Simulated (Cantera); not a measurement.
Cantera run, input and output.

```python
import numpy as np
import cantera as ct

gas = ct.Solution("gri30.yaml")
gas.TPX = 975, 2666, {'H2': 0.0063, 'O2': 1, 'H2O': 0.019}
reactor = ct.IdealGasConstPressureReactor(gas, energy="off", clone=False)
net = ct.ReactorNet([reactor])
net.rtol, net.atol = 1e-08, 1e-18
show = ['H2', 'O2', 'O', 'H2O2', 'H']
times = np.geomspace(3e-05, 30, 13)

steps = ct.SolutionArray(gas, extra=["t"])
rows = []
print(f"{'t/s':>10s}{'T/K':>9s}{'P/Pa':>11s}" + "".join(f"{s:>11s}" for s in show))
for t in times:
    while net.time < t:
        t_next = net.step()
        steps.append(gas.state, t=t_next)
    rows.append([np.interp(t, steps.t, y) for y in (steps.T, steps.P, *steps(*show).X.T)])
    print(f"{t:10.3e}{rows[-1][0]:9.1f}{rows[-1][1]:11.4g}" + "".join(f"{x:11.3e}" for x in rows[-1][2:]))
rate = np.gradient(steps.T, steps.t)
print("integrator steps:", len(steps.t))
if steps.T.max() > steps.T[0] + 200:
    print(f"time of steepest temperature rise: {steps.t[rate.argmax()]:.4e} s")
gas.TPX = 975, 2666, {'H2': 0.0063, 'O2': 1, 'H2O': 0.019}
gas.equilibrate("TP")
print(f"equilibrium (TP): T = {gas.T:.1f} K  " + "  ".join(f"{s} {gas[s].X[0]:.3e}" for s in show))
```

Result:

```
       t/s      T/K       P/Pa         H2         O2          O       H2O2          H
 3.000e-05    975.0       2666  6.145e-03  9.753e-01  2.902e-13  2.442e-18  1.434e-12
 9.487e-05    975.0       2666  6.145e-03  9.753e-01  2.287e-12  2.463e-17  3.265e-12
 3.000e-04    975.0       2666  6.145e-03  9.753e-01  1.417e-11  2.498e-16  6.035e-12
 9.487e-04    975.0       2666  6.145e-03  9.753e-01  8.947e-11  2.569e-15  1.595e-11
 3.000e-03    975.0       2666  6.145e-03  9.753e-01  1.412e-09  2.976e-14  1.680e-10
 9.487e-03    975.0       2666  6.142e-03  9.753e-01  1.628e-06  1.024e-11  1.864e-07
 3.000e-02    975.0       2666  1.713e-04  9.738e-01  1.328e-03  1.238e-07  1.099e-04
 9.487e-02    975.0       2666  7.549e-06  9.751e-01  1.463e-04  6.185e-08  3.189e-06
 3.000e-01    975.0       2666  7.028e-07  9.752e-01  1.633e-05  3.127e-08  1.207e-07
 9.487e-01    975.0       2666  7.072e-08  9.752e-01  2.320e-06  1.186e-08  6.551e-09
 3.000e+00    975.0       2666  9.077e-09  9.752e-01  4.414e-07  3.904e-09  5.441e-10
 9.487e+00    975.0       2666  1.733e-09  9.752e-01  1.039e-07  1.251e-09  6.196e-11
 3.000e+01    975.0       2666  4.217e-10  9.752e-01  2.777e-08  3.999e-10  8.542e-12
integrator steps: 1232
equilibrium (TP): T = 975.0 K  H2 6.289e-12  O2 9.752e-01  O 4.392e-10  H2O2 8.095e-12  H 1.768e-14
```

Computed with Cantera and GRI-Mech 3.0 (53 species, 325 reactions). Radical loss at walls, strong at low pressure, is not modelled.
